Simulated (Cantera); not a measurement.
## Equilibrium for sublimation and decomposition of ceramics: Al2O3 + H2 + NH3

A closed system holds: 1 mol Al2O3, 0.01 mol H2, 0.043 mol NH3, at 47000 Pa.

These are equilibrium values from Cantera (NASA tables, ideal gas, pure condensed phases), not measurements of a reactor. Candidate condensed phases: Al, AlN, Al2O3, H2O; 35 gas species. The tables' values for AlOH are old estimates; treat these amounts as uncertain. Equilibrium is a limit: real reactors are often held back by kinetics, nucleation or transport.

From 1977 °C to 2052 °C the condensed part is Al2O3(s). From 2077 °C to 2202 °C the condensed part is Al2O3(l). The main Al-bearing gas is Al2O throughout.

```json
[
 {"T (°C)": "1977", "log p H2": "-0.44", "log p N2": "-0.98", "log p H": "-2.35", "log p H2O": "-3.36", "n Al2O3(s)": "1.000", "n Al2O3(l)": "0"},
 {"T (°C)": "2002", "log p H2": "-0.44", "log p N2": "-0.98", "log p H": "-2.29", "log p H2O": "-3.28", "n Al2O3(s)": "1.000", "n Al2O3(l)": "0"},
 {"T (°C)": "2027", "log p H2": "-0.45", "log p N2": "-0.98", "log p H": "-2.24", "log p H2O": "-3.20", "n Al2O3(s)": "1.000", "n Al2O3(l)": "0"},
 {"T (°C)": "2052", "log p H2": "-0.45", "log p N2": "-0.98", "log p H": "-2.18", "log p H2O": "-3.13", "n Al2O3(s)": "1.000", "n Al2O3(l)": "0"},
 {"T (°C)": "2077", "log p H2": "-0.45", "log p N2": "-0.98", "log p H": "-2.13", "log p H2O": "-3.06", "n Al2O3(s)": "0", "n Al2O3(l)": "1.000"},
 {"T (°C)": "2102", "log p H2": "-0.45", "log p N2": "-0.98", "log p H": "-2.08", "log p H2O": "-3.00", "n Al2O3(s)": "0", "n Al2O3(l)": "1.000"},
 {"T (°C)": "2127", "log p H2": "-0.45", "log p N2": "-0.98", "log p H": "-2.02", "log p H2O": "-2.93", "n Al2O3(s)": "0", "n Al2O3(l)": "1.000"},
 {"T (°C)": "2152", "log p H2": "-0.45", "log p N2": "-0.98", "log p H": "-1.97", "log p H2O": "-2.87", "n Al2O3(s)": "0", "n Al2O3(l)": "1.000"},
 {"T (°C)": "2177", "log p H2": "-0.45", "log p N2": "-0.98", "log p H": "-1.92", "log p H2O": "-2.81", "n Al2O3(s)": "0", "n Al2O3(l)": "1.000"},
 {"T (°C)": "2202", "log p H2": "-0.46", "log p N2": "-0.98", "log p H": "-1.88", "log p H2O": "-2.75", "n Al2O3(s)": "0", "n Al2O3(l)": "1.000"}
]
```
log p: log10 of the partial pressure in bar; n: condensed amount in mol.
